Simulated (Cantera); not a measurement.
**Stirred combustor or abatement burner**

A perfectly stirred reactor is fed with H₂ : O₂ : N₂ = 1 : 0.357 : 1.34 (molar parts), at 7.30 bar; it is adiabatic with a 348 K inlet, and is followed from long to short residence time, starting on the burning branch (τ in s: 0.1, 0.043, 0.018, 0.0077, 0.0033, 0.0014, 0.00059, 0.00025, 0.00011, 4.5e-05, 1.9e-05, 8e-06).

Computed with Cantera and the H2/O2 subset of GRI-Mech 3.0, which has no nitrogen chemistry. The hydrogen kinetics of GRI-Mech 3.0 are dated; newer H2 mechanisms differ, most at raised pressure.

```
τ (s)    T (K)   x H₂      x O₂  x H₂O      x OH    x HO₂   x H₂O₂      x H
-------  -----  -----  --------  -----  --------  -------  -------  -------
0.10      2340  0.122   1.25e-5  0.304  0.000687  1.41e-8  1.13e-8  0.00162
0.043     2339  0.122   2.06e-5  0.304  0.000724  1.95e-8  1.33e-8  0.00171
0.018     2337  0.122   3.78e-5  0.304  0.000806  3.26e-8  1.80e-8  0.00191
0.0077    2333  0.121   6.96e-5  0.303  0.000965  6.38e-8  2.82e-8  0.00229
0.0033    2327  0.121  0.000125  0.303   0.00125  1.40e-7  4.95e-8  0.00300
0.0014    2316  0.121  0.000220  0.302   0.00171  3.29e-7  9.22e-8  0.00417
0.00059   2298  0.121  0.000387  0.300   0.00240  7.78e-7  1.69e-7  0.00600
0.00025   2272  0.120  0.000680  0.298   0.00335  1.74e-6  2.91e-7  0.00869
0.00011   2235  0.120   0.00117  0.295   0.00451  3.55e-6  4.56e-7   0.0124
4.5e-5    2176  0.119   0.00212  0.290   0.00598  7.26e-6  7.06e-7   0.0180
1.9e-5    2096  0.119   0.00375  0.282   0.00735  1.41e-5  1.07e-6   0.0254
8.0e-6    1986  0.121   0.00670  0.272   0.00821  2.80e-5  1.68e-6   0.0346
```
x: mole fraction; the columns are a selection and need not sum to one.
